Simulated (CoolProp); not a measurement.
Values from CoolProp's reference Helmholtz-energy equation of state, Younglove 1994. It is a modified Benedict-Webb-Rubin equation, recast in Helmholtz form.

### Question
For R123, give the phase and the Z, Joule-Thomson coefficient (K/MPa), isothermal compressibility (1/MPa) at 226.85 °C and 8.14 MPa.

### Answer
- 226.85 °C and 8.14 MPa: supercritical; Z 0.400, Joule-Thomson coefficient 3.22, isothermal compressibility 0.0901
